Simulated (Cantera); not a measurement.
**Moist CO burnout**

An isothermal, constant-pressure homogeneous reactor starts with CO : O2 : H2O : N2 = 0.0059 : 0.031 : 0.04 : 5.2 (molar parts), equivalence ratio 0.095, at 1023 K and 1.00 atm.

Cantera simulation using GRI-Mech 3.0 (53 species, 325 reactions); the numbers are that mechanism's predictions, not measurements.

```tsv
t (s)	x CO	x O2	x H2O	x O	x NO2	x H2	x HO2
0.000400	0.00112	0.00587	0.00758	4.53e-12	<1e-12	<1e-12	<1e-12
0.000730	0.00112	0.00587	0.00758	8.06e-12	<1e-12	<1e-12	<1e-12
0.00133	0.00112	0.00587	0.00758	1.46e-11	<1e-12	<1e-12	2.37e-12
0.00243	0.00112	0.00587	0.00758	2.80e-11	<1e-12	<1e-12	1.15e-11
0.00444	0.00112	0.00587	0.00758	6.11e-11	<1e-12	4.16e-12	5.36e-11
0.00811	0.00112	0.00587	0.00758	1.70e-10	<1e-12	2.12e-11	2.66e-10
0.0148	0.00112	0.00587	0.00758	8.01e-10	<1e-12	1.48e-10	1.80e-9
0.0270	0.00112	0.00587	0.00758	1.13e-8	<1e-12	2.47e-9	2.88e-8
0.0493	0.00111	0.00587	0.00758	6.15e-7	<1e-12	3.85e-7	1.08e-6
0.0900	0.000987	0.00581	0.00757	1.87e-6	1.70e-12	6.99e-6	1.39e-6
0.164	0.000757	0.00570	0.00757	1.46e-6	7.59e-12	9.59e-6	1.27e-6
0.300	0.000502	0.00557	0.00757	8.94e-7	2.17e-11	6.97e-6	1.05e-6
0.548	0.000286	0.00546	0.00758	4.44e-7	5.27e-11	3.82e-6	7.68e-7
1.00	0.000140	0.00539	0.00758	1.81e-7	1.09e-10	1.71e-6	4.87e-7
```
x: mole fraction; the columns are a selection and need not sum to one.

Equilibrium at this temperature and pressure: CO 2.01e-12, O2 0.00531, H2O 0.00758, O 2.27e-11, NO2 5.26e-8, H2 1.78e-11, HO2 2.34e-11 (gas phase only).
